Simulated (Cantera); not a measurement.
A perfectly stirred reactor is fed with CH₃OH : O₂ : N₂ = 0.011 : 0.07 : 1 (molar parts), equivalence ratio 0.24, at 10.0 bar; it is held at 975 K, and followed from long to short residence time.

Model: GRI-Mech 3.0 (53 species, 325 reactions), integrated in Cantera. GRI-Mech 3.0 was tuned for natural gas; its chemistry of methanol as a main component is partial and can be far from experiment.

Task: Predict: x(CH₃OH) at τ = 27.0 s; x(O₂) at τ = 27.0 s; x(H₂) at τ = 27.0 s; x(N₂O) at τ = 27.0 s; x(CH₃OH) at τ = 0.130 s; x(O₂) at τ = 0.130 s; x(H₂) at τ = 0.130 s; x(N₂O) at τ = 0.130 s.

Result: 
```
Item                       Result
-----------------------  --------
x(CH₃OH) at τ = 27.0 s    4.38e-5
x(O₂) at τ = 27.0 s        0.0496
x(H₂) at τ = 27.0 s       1.72e-6
x(N₂O) at τ = 27.0 s      1.37e-7
x(CH₃OH) at τ = 0.130 s   0.00110
x(O₂) at τ = 0.130 s       0.0539
x(H₂) at τ = 0.130 s     0.000297
x(N₂O) at τ = 0.130 s     6.30e-9
```
